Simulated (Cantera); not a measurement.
# Stirred combustor or abatement burner

A perfectly stirred reactor is fed with 7.63 % CH₃OH, 19.4 % O₂, 73.0 % N₂, equivalence ratio 0.59, at 101000 Pa; it is adiabatic with a 300 K inlet, and is followed from long to short residence time, starting on the burning branch (τ in s: 0.11, 0.053, 0.025, 0.012, 0.0059, 0.0028, 0.0014, 0.00066, 0.00032, 0.00015, 7.5e-05, 3.6e-05).

Model: GRI-Mech 3.0 (53 species, 325 reactions), integrated in Cantera. GRI-Mech 3.0 was tuned for natural gas; its chemistry of methanol as a main component is partial and can be far from experiment.

| τ (s) | T (K) | x CH₃OH | x O₂ | x NO₂ | x HO₂ | x H₂O |
|---|---|---|---|---|---|---|
| 0.11 | 1698 | 4.69e-6 | 0.0764 | 2.18e-8 | 2.81e-6 | 0.146 |
| 0.053 | 1694 | 7.60e-6 | 0.0764 | 1.93e-8 | 4.45e-6 | 0.146 |
| 0.025 | 1688 | 1.24e-5 | 0.0766 | 1.56e-8 | 7.18e-6 | 0.146 |
| 0.012 | 1680 | 2.00e-5 | 0.0768 | 1.17e-8 | 1.14e-5 | 0.145 |
| 0.0059 | 1667 | 3.20e-5 | 0.0772 | 8.49e-9 | 1.79e-5 | 0.145 |
| 0.0028 | 1648 | 5.40e-5 | 0.0780 | 6.04e-9 | 2.89e-5 | 0.144 |
| 0.0014 | 1620 | 9.32e-5 | 0.0794 | 4.48e-9 | 4.65e-5 | 0.143 |
| 0.00066 | 1565 | 0.000210 | 0.0830 | 3.15e-9 | 9.29e-5 | 0.142 |
| 0.00032 | 300 | 0.0763 | 0.194 | <1e-12 | <1e-12 | <1e-12 |
| 0.00015 | 300 | 0.0763 | 0.194 | <1e-12 | <1e-12 | <1e-12 |
| 7.5e-5 | 300 | 0.0763 | 0.194 | <1e-12 | <1e-12 | <1e-12 |
| 3.6e-5 | 300 | 0.0763 | 0.194 | <1e-12 | <1e-12 | <1e-12 |
x: mole fraction; the columns are a selection and need not sum to one.
